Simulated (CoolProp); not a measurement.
Vapour-liquid equilibrium of n-heptane (1) + o-xylene (2) at 778 kPa; x and y are mole fractions of (1).

Model: multi-fluid Helmholtz-energy mixture model, Span 2003 and Zhou 2012; pair parameters Bell 2016, in CoolProp.

```csv
x,"bubble temperature, mixture model (K)","bubble temperature, Raoult's law (K)","y, mixture model","y, Raoult's law"
0.05,510.3,511.1,(withheld),0.116
0.2,497.5,499.6,0.367,0.388
0.35,487.7,489.9,(withheld),0.583
0.5,(withheld),481.5,0.681,0.726
0.65,473.0,474.2,(withheld),0.834
0.8,467.1,467.7,(withheld),0.917
0.95,461.8,461.9,(withheld),0.981
```

Q: What belongs in the gaps?

A: 
- 0.05, y, mixture model: 0.111
- 0.35, y, mixture model: 0.546
- 0.5, bubble temperature, mixture model (K): 479.7
- 0.65, y, mixture model: 0.791
- 0.8, y, mixture model: 0.886
- 0.95, y, mixture model: 0.972

The largest gap from Raoult's law is -2.2 K in bubble temperature, at x = 0.35. No azeotrope shows between x = 0.05 and 0.95.

The pair parameters rest on a limited set of measurements; away from them the model extrapolates.
